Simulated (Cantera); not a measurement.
An adiabatic, constant-pressure homogeneous reactor starts with CH₄ : CO : O₂ : N₂ = 1 : 0.18 : 3.37 : 40.5 (molar parts), at 1675 K and 1600000 Pa. Integrator tolerance rtol = 1e-08.

Detailed kinetics in Cantera: GRI-Mech 3.0 (53 species, 325 reactions). The pressure lies above the range GRI-Mech 3.0 was tuned for (to about 10 atm).

Task: What does this change do: pressure from 1600000 Pa to 1000000 Pa?

Result: 
```json
[
 {"quantity": "time of steepest temperature rise", "before": "64.2 µs", "after": "89.5 µs"},
 {"quantity": "temperature at 0.800 s", "before": "2171 K", "after": "2170 K"},
 {"quantity": "equilibrium temperature", "before": "2171 K", "after": "2170 K"},
 {"quantity": "x(CH₄) at 0.800 s", "before": "<1e-12 (gas-phase equilibrium <1e-12)", "after": "<1e-12 (gas-phase equilibrium <1e-12)"},
 {"quantity": "x(CO) at 0.800 s", "before": "0.000199 (gas-phase equilibrium 0.000199)", "after": "0.000249 (gas-phase equilibrium 0.000249)"},
 {"quantity": "x(O₂) at 0.800 s", "before": "0.0261 (gas-phase equilibrium 0.0261)", "after": "0.0261 (gas-phase equilibrium 0.0261)"},
 {"quantity": "x(CH₂CO) at 0.800 s", "before": "<1e-12 (gas-phase equilibrium <1e-12)", "after": "<1e-12 (gas-phase equilibrium <1e-12)"},
 {"quantity": "x(HCO) at 0.800 s", "before": "7.63e-12 (gas-phase equilibrium 7.63e-12)", "after": "8.42e-12 (gas-phase equilibrium 8.42e-12)"}
]
```
